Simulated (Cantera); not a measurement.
A perfectly stirred reactor is fed with CH₄ : O₂ : N₂ = 1 : 2.22 : 13 (molar parts), equivalence ratio 0.90, at 1500 Torr; it is adiabatic with a 300 K inlet, and is followed from long to short residence time, starting on the burning branch (τ in s: 0.19, 0.087, 0.04, 0.019, 0.0089, 0.0041, 0.0019, 0.00091, 0.00042, 0.0002, 9.3e-05, 4.3e-05).

Computed with Cantera and GRI-Mech 3.0 (53 species, 325 reactions).

One state of this run: T (K) = 1698; x CH₄ = 3.55e-5; x O₂ = 0.0145; x C₂H = 2.77e-11; x C₂H₄ = 3.75e-8; x NO = 2.23e-5; x CH₂O = 4.14e-6; x HO₂ = 3.34e-6. x: mole fraction; the columns are a selection and need not sum to one.

Q: Which value of τ (s) does it belong to?
A. 9.3e-5
B. 0.019
C. 0.0019
D. 0.0041

A: B, 0.019
